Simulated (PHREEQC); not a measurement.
1 kg of water holding 0.0044 mol/kgw NaHCO3, 0.012 mol/kgw Na2SO4, 0.0054 mol/kgw NaCl, 0.14 mol/kgw Na2CO3 and 0.05 mol/kgw KCl is evaporated at 30 °C; the solids stay in contact with the brine. The system is closed to CO2. Only these solids could form: Arcanite, Burkeite, Glaserite, Halite, Kalicinite, Mirabilite, Misenite, Nahcolite, Natron, Sylvite, Thenardite, Trona.

The numbers come from PHREEQC with the Pitzer model, pitzer.dat.

| water left (kg) | ionic strength | water activity | Natron (mol) | Sylvite (mol) | Glaserite (mol) | Trona (mol) | Halite (mol) | pH |
|---|---|---|---|---|---|---|---|---|
| 1 | 0.513 | 0.992 | 0 | 0 | 0 | 0 | 0 | 11.04 |
| 0.8219 | 0.625 | ? | 0 | 0 | 0 | 0 | 0 | 11.04 |
| 0.6755 | 0.761 | 0.988 | 0 | 0 | 0 | 0 | 0 | 11.04 |
| 0.4563 | 1.13 | 0.982 | 0 | 0 | 0 | 0 | 0 | 11.03 |
| 0.3751 | 1.37 | 0.979 | 0 | 0 | 0 | 0 | 0 | 11.02 |
| 0.3083 | ? | 0.975 | 0 | 0 | 0 | 0 | 0 | 11.01 |
| 0.2534 | 2.03 | ? | 0 | 0 | 0 | 0 | 0 | ? |
| 0.2082 | 2.47 | 0.963 | 0 | 0 | 0 | 0 | 0 | 10.98 |
| 0.1407 | 3.66 | 0.946 | 0 | 0 | 0 | 0 | 0 | 10.96 |
| 0.1157 | ? | 0.934 | 0 | 0 | 0 | 0 | 0 | 10.95 |
| 0.09506 | 5.42 | 0.918 | 0 | 0 | 0 | 0 | 0 | 10.94 |
| 0.07813 | 6.60 | 0.898 | 0 | 0 | 0 | 0 | 0 | 10.94 |
| 0.06422 | 8.03 | 0.870 | 0 | 0 | 0 | 0 | 0 | 10.95 |
| 0.03789 | 11.2 | 0.792 | 0.0305 | 0 | 0 | 0 | 0 | 10.89 |
| 0.0241 | 12.2 | 0.741 | 0.0637 | 0 | 0.00304 | 0.00309 | 0 | 11.25 |
| 0.01299 | 14.3 | 0.653 | 0.0899 | 0.0120 | 0.00507 | 0.00433 | 2.49e-6 | 11.93 |

Q: Some entries are withheld; supply them.

A: 
- 0.8219, water activity: 0.990
- 0.3083, ionic strength: 1.67
- 0.2534, water activity: 0.970
- 0.2534, pH: 11.00
- 0.1157, ionic strength: 4.46
